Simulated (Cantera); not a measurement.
Input: 1 mol CS2, 0.068 mol O2, held at 730000 Pa.

These are equilibrium values from Cantera (NASA tables, ideal gas, pure condensed phases), not measurements of a reactor. Candidate condensed phases: C, S; 22 gas species. Gases not in the tables: S3 to S7. The numbers say what is thermodynamically allowed, not how fast it happens.

log p: log10 of the partial pressure in bar; n: condensed amount in mol.

| T (K) | log p CO2 | log p CS2 | log p COS | log p S2 | log p CS | log p CO | log p S8 | n C(graphite) | n S(l) |
|---|---|---|---|---|---|---|---|---|---|
| 598 | 0.82 | -1.86 | -0.21 | -3.11 | <-11 | -2.50 | -1.26 | 0.929 | 1.99 |
| 748 | 0.45 | -0.08 | 0.50 | -1.15 | -10.90 | -1.16 | -0.45 | 0.895 | 1.88 |
| 898 | -1.55 | 0.75 | -0.09 | -0.19 | -7.90 | -1.16 | -1.26 | ? | 0 |
| 1048 | -1.80 | 0.75 | -0.21 | -0.11 | -6.07 | -0.57 | -4.21 | ? | 0 |
| 1198 | -2.26 | 0.74 | -0.45 | -0.06 | -4.70 | -0.28 | -6.41 | 0.0240 | 0 |
| 1348 | -2.84 | 0.74 | -0.74 | -0.02 | -3.65 | -0.16 | -8.10 | 0.0256 | 0 |
| 1498 | -3.38 | 0.73 | -1.01 | 0.01 | -2.80 | -0.11 | -9.44 | ? | 0 |
| 1648 | -3.86 | 0.73 | -1.26 | 0.04 | -2.12 | -0.09 | -10.52 | ? | 0 |
| 1798 | -4.27 | 0.72 | -1.46 | 0.06 | -1.55 | -0.08 | <-11 | 0.0445 | 0 |
| 1948 | -4.63 | 0.71 | -1.64 | 0.08 | -1.07 | -0.07 | <-11 | 0.0469 | 0 |
| 2098 | -4.93 | 0.70 | -1.80 | 0.09 | -0.67 | -0.07 | <-11 | ? | 0 |
| 2248 | -5.20 | 0.68 | -1.95 | 0.09 | -0.32 | -0.08 | <-11 | ? | 0 |
| 2398 | -5.42 | 0.64 | -2.08 | 0.09 | -0.05 | -0.09 | <-11 | 0 | 0 |
| 2548 | -5.53 | 0.57 | -2.17 | 0.15 | 0.13 | -0.11 | <-11 | 0 | 0 |

Q: Some entries are withheld; supply them.

A: 
- 898, n C(graphite): 0.0504
- 1048, n C(graphite): 0.0265
- 1498, n C(graphite): 0.0314
- 1648, n C(graphite): 0.0385
- 2098, n C(graphite): 0.0420
- 2248, n C(graphite): 0.0237
